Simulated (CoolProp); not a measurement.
Values from CoolProp's reference Helmholtz-energy equation of state, Akasaka 2022.

**Question.** For R1233zd(E), give the phase and the density (kg/m³), cv (kJ/(kg K)), isothermal compressibility (1/MPa) at 239.4 K and 1.38 MPa; 239.4 K and 8.27 MPa.

**Answer.** 
- 239.4 K and 1.38 MPa: liquid; density 1400, cv 0.744, isothermal compressibility 0.00118
- 239.4 K and 8.27 MPa: liquid; density 1410, cv 0.746, isothermal compressibility 0.00109
